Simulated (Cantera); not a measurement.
An isothermal, constant-pressure homogeneous reactor starts with 40.0 % C₂H₆, 60.0 % N₂, at 1750 K and 0.00128 atm.

Computed with Cantera and GRI-Mech 3.0 (53 species, 325 reactions). GRI-Mech 3.0 stops at C3 and has no aromatics, soot or wall deposition, so with more carbon than oxygen in the feed, carbon stays in small species such as C2H2 where larger ones or solid carbon would form. Radical loss at walls, strong at low pressure, is not modelled.

One state of this run: x C₂H₆ = 4.65e-5; x CH₂ = 1.24e-5; x C₂H = 4.99e-6; x H = 0.00129; x C₂H₄ = 0.0137. x: mole fraction; the columns are a selection and need not sum to one.

**Question.** Which value of t (s) does it belong to?
A) 0.171
B) 0.0350
C) 0.000300
D) 0.000663

**Answer.** B, 0.0350
